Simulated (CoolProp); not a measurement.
Vapour-liquid equilibrium of n-hexane (1) + benzene (2) at 279 kPa; x and y are mole fractions of (1).

The numbers come from the multi-fluid Helmholtz-energy mixture model, Thol 2019 and Thol 2012; pair parameters Bell 2016 in CoolProp.

```tsv
x	bubble temperature, mixture model (K)	bubble temperature, Raoult's law (K)	y, mixture model	y, Raoult's law
0.05	388.2	389.5	0.090	0.066
0.125	385.9	388.5	0.200	0.161
0.2	384.1	387.5	0.291	0.251
0.275	382.6	386.5	0.368	0.338
0.35	381.5	385.5	0.437	0.420
0.425	380.6	384.6	0.501	0.499
0.5	379.8	383.7	0.562	0.574
0.575	379.2	382.8	0.622	0.646
0.65	378.7	381.9	0.683	0.715
0.725	378.4	381.1	0.745	0.781
0.8	378.1	380.2	0.809	0.844
0.875	378.0	379.4	0.877	0.905
0.95	378.0	378.6	0.949	0.963
```

The largest gap from Raoult's law is -4.0 K in bubble temperature, at x = 0.425. y crosses x between x = 0.875 and 0.95: the model has an azeotrope there.

Pair parameters are fitted to limited data, so mixtures are less certain than the pure fluids.
